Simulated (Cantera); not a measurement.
# Nitride etching: BN + NF3 + N2

A closed system holds: 1 mol BN, 5 mol NF3, 83 mol N2, held at 1773 K and 5.00 Pa.

These are equilibrium values from Cantera (NASA tables, ideal gas, pure condensed phases), not measurements of a reactor. Candidate condensed phases: B, BN; 13 gas species. Kinetics and transport are ignored.

```
Item                                 Value
-------------------------------  ---------
x(N2)                                0.869
x(F)                                 0.121
x(BF3)                              0.0101
gas amount                       99.00 mol
log10 activity of B(s) (absent)     -18.22
```
